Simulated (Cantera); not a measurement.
Charge: 1 mol borazine, 0.33 mol O2, held at 43.0 mbar.

Cantera equilibrium calculation (NASA polynomials, part measured and part estimated; ideal gas, pure solids and liquids). Candidate condensed phases: B, BN, B2O3, B3O3H3, H2O; 39 gas species. The feed counts by its element totals alone. The tables' values for BH2 are old estimates; treat these amounts as uncertain. Kinetics and transport are ignored. All values below are at 2000 K.

Base state: H2 0.771, HBO 0.0884, N2 0.0855, B2O2 0.0276, BO 0.0115, H 0.00688, B2O3 0.00641, HBO2 0.00297 (mole fractions); condensed: BN(s).

**Question.** What changes in the equilibrium state with this change: O2 from 0.33 to 0.19 mol?

**Answer.** 
| species | before | after |
|---|---|---|
| H2 | 0.771 | 0.846 |
| HBO | 0.0884 | 0.0667 |
| N2 | 0.0855 | 0.0544 |
| B2O2 | 0.0276 | 0.0143 |
| BO | 0.0115 | 0.00825 |
| B2O3 | 0.00641 | 0.00191 |
| HBO2 | 0.00297 | 0.00129 |
| BN(s), mol | 2.37 | 2.63 |
